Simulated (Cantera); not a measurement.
Feed: 1 mol TiO2, 3.8 mol Cl2, 0.19 mol O2, at 1552 °C and 0.210 bar.

Equilibrium computed with Cantera from the NASA thermochemical tables; the gas is ideal and each condensed phase is pure. Candidate condensed phases: Ti, TiCl2, TiCl3, TiCl4, TiO, TiO2, Ti2O3, Ti3O5, Ti4O7; 15 gas species. Kinetics and transport are ignored.

Base state: Cl 0.501, Cl2 0.418, O2 0.0576, TiCl4 0.0221, ClO 0.000959, TiOCl2 0.000315, TiCl3 0.000134, O 8.05e-5 (mole fractions); condensed: TiO2(rutile).

Task: What changes in the equilibrium state with this change: temperature from 1552 °C to 702 °C?

Result: 
| species | before | after |
|---|---|---|
| Cl2 | 0.418 | 0.952 |
| O2 | 0.0576 | 0.0476 |
| Cl | 0.501 | 0.000564 |
| TiCl4 | 0.0221 | 6.01e-6 |
| TiOCl2 | 0.000315 | <1e-9 |
| TiCl3 | 0.000134 | <1e-9 |
| O | 8.05e-5 | <1e-9 |
| ClO | 0.000959 | 3.76e-6 |
| TiO2(rutile), mol | 0.880 | 1.000 |
Condensed phases not in the tables: TiOCl.

Task: What changes in the equilibrium state with this change: TiO2 replaced by Fe2O3?

Result: 
```json
[
 {"species": "FeCl2", "before": "0", "after": "0.286"},
 {"species": "Cl", "before": "0.501", "after": "0.280"},
 {"species": "O2", "before": "0.0576", "after": "0.269"},
 {"species": "Cl2", "before": "0.418", "after": "0.130"},
 {"species": "FeCl3", "before": "0", "after": "0.0331"},
 {"species": "TiCl4", "before": "0.0221", "after": "0"},
 {"species": "TiOCl2", "before": "0.000315", "after": "0"},
 {"species": "TiCl3", "before": "0.000134", "after": "0"},
 {"species": "TiO2(rutile), mol", "before": "0.880", "after": "0"}
]
```
Further candidate phases: Fe, FeCl2, FeCl3, FeO, Fe2O3, Fe3O4.
